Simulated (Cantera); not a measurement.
A closed system holds: 1 mol SiF4, 0.34 mol N2, at 1577 °C and 100 Torr.

Equilibrium computed with Cantera from the NASA thermochemical tables; the gas is ideal and each condensed phase is pure. Candidate condensed phases: Si, Si3N4; 16 gas species. The tables' values for SiF3 are old estimates; treat these amounts as uncertain. The numbers say what is thermodynamically allowed, not how fast it happens.

Question: What is the equilibrium state?

Answer: 
```json
{
 "x(SiF4)": "0.746",
 "x(N2)": "0.254",
 "x(F)": "9.46e-5",
 "x(SiF3)": "9.45e-5",
 "gas_amount": "1.340 mol",
 "log10 activity of Si(l) (absent)": "-15.41"
}
```
